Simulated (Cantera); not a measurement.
A closed system holds: 1 mol Si3N4, 0.72 mol NF3, at 775 K and 1.70 mbar.

Equilibrium computed with Cantera from the NASA thermochemical tables; the gas is ideal and each condensed phase is pure. Candidate condensed phases: Si, Si3N4; 16 gas species. Kinetics and transport are ignored.

Base state: N2 0.571, SiF4 0.429 (mole fractions); condensed: Si3N4(s).

Question: What changes in the equilibrium state with this change: NF3 from 0.72 to 13 mol?

Answer: 
```csv
species,before,after
F2,<1e-9,0.458
N2,0.571,0.323
SiF4,0.429,0.116
F,<1e-9,0.0918
NF3,<1e-9,0.0114
"Si3N4(s), mol",0.820,0
```
